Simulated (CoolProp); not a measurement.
A Linde-Hampson liquefier for ethane: isothermal reversible compression at 320 K from 1 atm to 40 MPa, throttling to 1 atm, return gas leaving the recuperator 10 K below the feed. Each further row changes one setting.

The numbers come from the reference Helmholtz-energy equation of state, Bücker 2006 in CoolProp.

| case | liquid yield per pass | compression work (kJ/kg of gas) |
|---|---|---|
| as stated | 0.446 | 414 |
| high pressure 80 MPa | 0.395 | 499 |
| warm-end temperature 350 K | 0.376 | 482 |
| warm-end gap 15 K | 0.439 | 414 |
